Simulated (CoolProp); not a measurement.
Vapour-liquid equilibrium of R125 (1) + R143a (2) at -33.05 °C; x and y are mole fractions of (1).

Computed with CoolProp (multi-fluid Helmholtz-energy mixture model, Lemmon 2005 and Lemmon and Jacobsen 2000; pair parameters Lemmon 2004).

| x | bubble pressure, mixture model (bar) | bubble pressure, Raoult's law (bar) | y, mixture model | y, Raoult's law |
|---|---|---|---|---|
| 0.05 | 1.891 | 1.904 | 0.047 | 0.053 |
| 0.15 | 1.880 | 1.915 | 0.145 | 0.157 |
| 0.25 | 1.874 | 1.926 | 0.247 | 0.261 |
| 0.35 | 1.874 | 1.937 | 0.353 | 0.363 |
| 0.45 | 1.879 | 1.948 | 0.459 | 0.464 |
| 0.55 | 1.890 | 1.959 | 0.566 | 0.564 |
| 0.65 | 1.907 | 1.970 | 0.671 | 0.663 |
| 0.75 | 1.930 | 1.981 | 0.772 | 0.760 |
| 0.85 | 1.958 | 1.992 | 0.868 | 0.857 |
| 0.95 | 1.991 | 2.003 | 0.958 | 0.953 |

The largest gap from Raoult's law is -3.5 % in bubble pressure, at x = 0.45. y crosses x between x = 0.25 and 0.35: the model has an azeotrope there.

The pair parameters rest on a limited set of measurements; away from them the model extrapolates.
